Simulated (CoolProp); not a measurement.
Vapour-liquid equilibrium of dimethyl ether (1) + n-hexane (2) at 0.0768 MPa; x and y are mole fractions of (1).

Computed with CoolProp (multi-fluid Helmholtz-energy mixture model, Wu 2011 and Thol 2019; pair parameters Bell 2016).

```tsv
x	bubble temperature (K)	y at the bubble point	dew temperature at overall composition x (K)	liquid density (mol/L)
0.05	307.4	0.623	331.8	7.692
0.2	272.2	0.936	326.8	8.764
0.35	259.5	0.974	321.1	9.735
0.5	253.2	0.985	314.3	10.79
0.65	249.3	0.990	305.6	12.02
0.8	246.3	0.995	293.3	13.52
0.95	243.3	0.999	268.4	15.40
```

No azeotrope shows between x = 0.05 and 0.95.

The pair parameters rest on a limited set of measurements; away from them the model extrapolates.
